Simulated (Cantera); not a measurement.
Input: 1 mol CH₂F₂, 0.035 mol CH₄, held at 1475 °C and 100000 Pa.

Equilibrium computed with Cantera from the NASA thermochemical tables; the gas is ideal and each condensed phase is pure. Candidate condensed phases: C, C₆H₆, C₇H₈, C₈H₁₈; 95 gas species. The numbers say what is thermodynamically allowed, not how fast it happens.

Question: What is the equilibrium state?

Answer: x(HF): 0.966
x(H₂): 0.0338
x(H): 4.20e-5
x(H₂F₂): 8.96e-6
x(C₂H₂ (acetylene)): 3.82e-6
x(CH₄): 1.05e-6
n(C(graphite)): 1.03 mol
gas amount: 2.070 mol
